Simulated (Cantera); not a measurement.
Source: NASA polynomial tables (part measured, part estimated), evaluated in Cantera. Values are per mole of reaction as written; species without (g) are pure solids or liquids, kept so even where they would boil at 1 bar.

Nb + 2 O(g) = NbO₂

```tsv
T (K)	ΔH° (kJ)	ΔS° (J/K)	ΔG° (kJ)	log10 K
300	-1293.3	-304.1	-1202.1	209.30
550	[?]	[?]	[?]	[?]
600	-1294.2	-306.6	-1110.2	96.65
650	-1294.0	-306.3	-1094.9	87.98
700	-1293.7	-305.9	-1079.6	80.56
750	[?]	[?]	[?]	[?]
800	-1292.9	-304.8	-1049.0	68.49
850	-1292.3	-304.1	-1033.8	63.53
900	[?]	[?]	[?]	[?]
950	-1290.9	-302.5	-1003.5	55.17
1000	-1290.0	-301.7	-988.4	51.63
1050	-1289.1	-300.8	-973.3	48.42
```

### Question
Complete the blanks.

### Answer

- 550, ΔH° (kJ): -1294.2
- 550, ΔS° (J/K): -306.7
- 550, ΔG° (kJ): -1125.5
- 550, log10 K: 106.89
- 750, ΔH° (kJ): -1293.4
- 750, ΔS° (J/K): -305.4
- 750, ΔG° (kJ): -1064.3
- 750, log10 K: 74.12
- 900, ΔH° (kJ): -1291.7
- 900, ΔS° (J/K): -303.4
- 900, ΔG° (kJ): -1018.6
- 900, log10 K: 59.12
